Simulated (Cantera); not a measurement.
A Cantera script and what it prints.

```python
import numpy as np
import cantera as ct

gas_names = """
    H HNO HNO2 HNO3 HO2 H2 H2O H2O2 N NH NH2 NH3 NH2OH NO NO2 NO3 N2 N2H2 N2H4 N2O O OH O2 O3
""".split()
cond_names = """
    H2O(s) H2O(L)
""".split()


# ... load() reads the species with a 1 bar reference pressure and builds the phases ...
atoms = {
    'NH3': {'N': 1, 'H': 3},
    'H2O': {'H': 2, 'O': 1},
    'O2': {'O': 2},
    'H2': {'H': 2},
}
top_T = {}  # K; cautious upper limits of use, not melting points


# ... equilibrate(T, P, feed) seeds the gas with the atoms and calls Mixture.equilibrate('TP', solver="vcs", rtol=1e-11, max_steps=5000) ...
results = []
T = 3148.15  # K
P = 28000000  # Pa
for m in [0.06, 0.088, 0.13, 0.19, 0.28, 0.41, 0.59, 0.87, 1.3, 1.9, 2.7, 4, 5.9]:
    feed = {'NH3': 1, 'H2O': 0.041, 'O2': m, 'H2': 4}  # mol
    mix = equilibrate(T, P, feed)
    results.append((T, P, feed, dict(zip(mix.species_names, mix.species_moles))))

top = {s: max(r[3][s] / sum(r[3][g] for g in gas_names) for r in results) for s in gas_names}
cols = sorted((s for s in top if top[s] > 1e-05), key=lambda s: -top[s])[:8]
seen = [c for c in cond_names if any(r[3].get(c, 0) > 1e-12 for r in results)]
print("log10 of partial pressures in bar; condensed amounts in mol")
print(f"{'n(O2)':>10s}" + "".join(f"{s[:9]:>10s}" for s in cols + seen))
for T, P, feed, n in results:
    ng = sum(n[g] for g in gas_names)
    print(f"{feed['O2']:10.4g}" + "".join(f"{np.log10(max(n[s] / ng * P / 1e5, 1e-99)):10.3f}" for s in cols)
          + "".join(f"{n.get(c, 0):10.4g}" for c in seen))
```

Output:

```
log10 of partial pressures in bar; condensed amounts in mol
     n(O2)        H2       H2O        O2        N2        OH        NO         H         O
      0.06     2.390     0.867    -5.330     1.361    -1.372    -2.841     0.582    -3.401
     0.088     2.386     0.997    -5.062     1.361    -1.241    -2.706     0.580    -3.267
      0.13     2.379     1.139    -4.764     1.361    -1.095    -2.557     0.576    -3.118
      0.19     2.369     1.285    -4.452     1.361    -0.944    -2.402     0.571    -2.962
      0.28     2.353     1.439    -4.112     1.361    -0.782    -2.232     0.563    -2.792
      0.41     2.330     1.595    -3.753     1.361    -0.614    -2.052     0.552    -2.612
      0.59     2.295     1.747    -3.380     1.361    -0.445    -1.866     0.534    -2.426
      0.87     2.235     1.911    -2.933     1.361    -0.251    -1.642     0.504    -2.202
       1.3     2.122     2.081    -2.367     1.361    -0.025    -1.359     0.448    -1.919
       1.9     1.893     2.242    -1.586     1.361     0.251    -0.969     0.333    -1.529
       2.7     1.087     2.372     0.286     1.347     0.784    -0.040    -0.070    -0.593
         4     0.345     2.302     1.630     1.230     1.085     0.574    -0.441     0.079
       5.9     0.083     2.199     1.946     1.101     1.112     0.667    -0.572     0.237
```

Cantera equilibrium calculation (NASA polynomials, part measured and part estimated; ideal gas, pure solids and liquids). The ideal-gas law is rough above about 30 bar.
